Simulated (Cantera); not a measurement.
A freely propagating, adiabatic, planar premixed flame of H2 : O2 : N2 : H2O = 1 : 0.893 : 3.36 : 0.15 (molar parts), equivalence ratio 0.56, unburnt at 550 K and 100000 Pa; mixture-averaged transport, grid criteria slope 0.08 and curve 0.16, no radiation.

Detailed kinetics in Cantera: the H2/O2 subset of GRI-Mech 3.0, which has no nitrogen chemistry. Burning velocities carry a grid error of a few per cent, more on coarse grids. Lean hydrogen flames are cellular in practice and burn faster than this planar one.

Q: Predict: laminar burning velocity; thermal thickness; peak x(H); peak x(OH); peak x(O).

A: 
```
Quantity                     Value
------------------------  --------
laminar burning velocity  268 cm/s
thermal thickness         0.400 mm
peak x(H)                   0.0125
peak x(OH)                 0.00897
peak x(O)                  0.00783
```
